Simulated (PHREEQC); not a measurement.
Consider water at 20 °C with 2 mmol/kgw (NH4)2HPO4. Closed to the air; pH follows from the charge balance.

Computed with PHREEQC (ion-association model, phreeqc.dat).

Each row changes one thing in this solution. Precipitation was switched off in this run.

```csv
case,pH,ionic strength (mol/kgw),NH4+ (mol/kgw),NH3 (mol/kgw)
as made,8.12,0.00564,0.00382,0.000182
(NH4)2HPO4 replaced by NH4BF4 at the same molality,[?],0.00292,[?],8.63e-10
(NH4)2HPO4 from 0.002 to 0.004 mol/kgw,8.11,0.0113,0.00766,0.000345
0.0014 mol/kgw NaCl added,8.11,[?],0.00382,0.000179
temperature from 20 to 45 °C,7.71,0.00527,0.00364,[?]
```

Problem. Some entries are withheld; supply them.

Solution. 
- (NH4)2HPO4 replaced by NH4BF4 at the same molality, pH: 3.06
- (NH4)2HPO4 replaced by NH4BF4 at the same molality, NH4+ (mol/kgw): 0.00200
- 0.0014 mol/kgw NaCl added, ionic strength (mol/kgw): 0.00703
- temperature from 20 to 45 °C, NH3 (mol/kgw): 0.000364

At this temperature some constants are extrapolated from 25 °C, and those without enthalpy data are left unchanged.
